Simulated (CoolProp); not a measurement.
Vapour-liquid equilibrium of propane (1) + n-pentane (2) at 50.65 °C; x and y are mole fractions of (1).

The numbers come from the multi-fluid Helmholtz-energy mixture model, Lemmon 2009 and Thol 2019; pair parameters Kunz 2012 in CoolProp.

Q: Give the bubble pressure and the first vapour's composition at x = 0.05, 0.425, 0.575. Is there an azeotrope?

A: x = 0.05: 2.414 bar, y = 0.340; x = 0.425: 8.028 bar, y = 0.849; x = 0.575: 10.27 bar, y = 0.902. No azeotrope shows between x = 0.05 and 0.95.

The pair parameters rest on a limited set of measurements; away from them the model extrapolates.
